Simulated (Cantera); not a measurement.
A perfectly stirred reactor is fed with CH4 : CO2 = 1 : 2.5 (molar parts), at 0.780 atm; it is held at 1550 K, and followed from long to short residence time.

Model: GRI-Mech 3.0 (53 species, 325 reactions), integrated in Cantera.

Problem. What does this change do: pressure from 0.780 atm to 9.87 atm?

Solution. 
```json
[
 {"quantity": "x(CH4) at τ = 13.0 s", "before": "0.0213", "after": "0.0291"},
 {"quantity": "x(CO2) at τ = 13.0 s", "before": "0.191", "after": "0.175"},
 {"quantity": "x(C2H) at τ = 13.0 s", "before": "5.17e-9", "after": "4.23e-10"},
 {"quantity": "x(H) at τ = 13.0 s", "before": "1.28e-5", "after": "3.93e-6"},
 {"quantity": "x(O2) at τ = 13.0 s", "before": "8.53e-12", "after": "1.07e-12"},
 {"quantity": "x(CH4) at τ = 24.0 ms", "before": "0.252", "after": "0.202"},
 {"quantity": "x(CO2) at τ = 24.0 ms", "before": "0.690", "after": "0.624"},
 {"quantity": "x(C2H) at τ = 24.0 ms", "before": "2.02e-9", "after": "1.90e-9"},
 {"quantity": "x(H) at τ = 24.0 ms", "before": "2.04e-6", "after": "1.15e-6"},
 {"quantity": "x(O2) at τ = 24.0 ms", "before": "1.24e-12", "after": "3.94e-12"}
]
```

Problem. What does this change do: temperature 1550 to 1950 K?

Solution. 
```
quantity                 before     after
---------------------  --------  --------
x(CH4) at τ = 13.0 s     0.0213  0.000118
x(CO2) at τ = 13.0 s      0.191     0.105
x(C2H) at τ = 13.0 s    5.17e-9  1.39e-10
x(H) at τ = 13.0 s      1.28e-5  0.000539
x(O2) at τ = 13.0 s    8.53e-12   3.24e-8
x(CH4) at τ = 24.0 ms     0.252    0.0138
x(CO2) at τ = 24.0 ms     0.690     0.175
x(C2H) at τ = 24.0 ms   2.02e-9   1.43e-6
x(H) at τ = 24.0 ms     2.04e-6  0.000412
x(O2) at τ = 24.0 ms   1.24e-12   3.01e-8
```
